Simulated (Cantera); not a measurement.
A closed system holds: 1 mol Si₃N₄, 0.053 mol H₂O, 280 mol N₂, at 1200 Torr.

Equilibrium computed with Cantera from the NASA thermochemical tables; the gas is ideal and each condensed phase is pure. Candidate condensed phases: H₂O, Si, SiO₂, Si₂N₂O, Si₃N₄; 35 gas species. Mutual solubility and eutectic melting of coexisting phases are not modelled. Equilibrium is a limit: real reactors are often held back by kinetics, nucleation or transport.

x: gas mole fraction; n: condensed amount in mol.

```csv
T (K),x N₂,x H₂,x SiO,x H,x Si,x SiN,n Si₂N₂O(s),n Si₃N₄(s)
1375,1.000,0.000189,2.47e-10,3.73e-8,<1e-12,<1e-12,0.0530,0.965
1475,1.000,0.000189,7.64e-9,1.41e-7,2.47e-12,4.46e-12,0.0530,0.965
1575,1.000,0.000189,1.51e-7,4.52e-7,8.76e-11,1.05e-10,0.0530,0.965
1675,1.000,0.000189,2.08e-6,1.26e-6,2.02e-9,1.68e-9,0.0524,0.965
1775,1.000,0.000188,2.11e-5,3.13e-6,3.25e-8,1.96e-8,…,0.967
1875,1.000,0.000186,0.000166,7.06e-6,3.86e-7,1.75e-7,…,0.980
1975,1.000,0.000182,0.000189,1.46e-5,3.55e-6,1.24e-6,…,0.982
```

Task: Some entries are withheld; supply them.

Result: 
- 1775, n Si₂N₂O(s): 0.0471
- 1875, n Si₂N₂O(s): 0.00641
- 1975, n Si₂N₂O(s): 0
